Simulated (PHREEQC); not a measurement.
Consider water at 25 °C with 7.8 mmol/kgw (NH4)2SO4, 0.12 mmol/kgw NH4HSO4, 0.5 mmol/kgw Fe2(SO4)3 and 0.07 mmol/kgw NH4Cl. Closed to the air; pH follows from the charge balance.

Equilibrium calculation in PHREEQC: ion-association model, phreeqc.dat.

Question: The ionic strength comes out as 0.0249 mol/kgw. What activity coefficients do H+, Fe(OH)2+, Fe2(OH)2+4, NH4SO4-, SO4-2 get?

Answer: H+ 0.88, Fe(OH)2+ 0.86, Fe2(OH)2+4 0.089, NH4SO4- 0.86, SO4-2 0.55.

This is a speciation only: nothing precipitates in the calculation. The solution is supersaturated, for example in Fe(OH)3(a), Hematite (slow to form), so a real one may precipitate; this is no full list. Complexes and solids missing from the database can't appear.
